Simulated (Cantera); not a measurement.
A perfectly stirred reactor is fed with H2 : O2 : N2 = 0.74 : 0.385 : 2.54 (molar parts), at 2630 Torr; it is adiabatic with a 475 K inlet, and is followed from long to short residence time, starting on the burning branch (τ in s: 0.35, 0.14, 0.055, 0.022, 0.0089, 0.0036, 0.0014, 0.00057, 0.00023, 9.1e-05).

Model: GRI-Mech 3.0 (53 species, 325 reactions), integrated in Cantera. The hydrogen kinetics of GRI-Mech 3.0 are dated; newer H2 mechanisms differ, most at raised pressure.

One state of this run: T (K) = 1764; x H2 = 0.0196; x O2 = 0.0138; x H2O2 = 1.45e-6; x OH = 0.00550; x H2O = 0.194; x NO2 = 1.03e-8; x NO = 2.94e-5. x: mole fraction; the columns are a selection and need not sum to one.

### Question
Which value of τ (s) does it belong to?
A. 0.0036
B. 9.1e-5
C. 0.14
D. 0.00057

### Answer
B, 9.1e-5
